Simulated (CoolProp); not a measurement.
Vapour-liquid equilibrium of carbon dioxide (1) + carbonyl sulfide (2) at 249.1 K; x and y are mole fractions of (1).

Computed with CoolProp (multi-fluid Helmholtz-energy mixture model, Span 1996 and Lemmon 2006; pair parameters Bell 2016).

```csv
x,bubble pressure (MPa),y at the bubble point,dew pressure at overall composition x (MPa),liquid density (mol/L)
0.05,0.4262,0.323,0.3103,18.79
0.15,0.6507,0.581,0.3449,19.20
0.25,0.8336,0.693,0.3879,19.62
0.35,0.9851,0.759,0.4426,20.06
0.45,1.115,0.804,0.5146,20.52
0.55,1.231,0.841,0.6130,21.01
0.65,1.340,0.874,0.7537,21.54
0.75,1.448,0.906,0.9626,22.11
0.85,1.559,0.940,1.261,22.75
0.95,1.674,0.978,1.590,23.46
```

No azeotrope shows between x = 0.05 and 0.95.

Pair parameters are fitted to limited data, so mixtures are less certain than the pure fluids.
